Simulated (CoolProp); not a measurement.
Sulfur dioxide at 272.81 K and 4.89 MPa is throttled through a valve to 2.89 MPa with no heat exchange. Each further row changes one setting.

Model: reference Helmholtz-energy equation of state, Gao 2016, in CoolProp.

| case | temperature change (K) | final density (kg/m³) |
|---|---|---|
| as stated | +0.5 | 1440 |
| outlet pressure 0.867 MPa | +1.0 | 1430 |
| outlet pressure 3.76 MPa | +0.3 | 1440 |
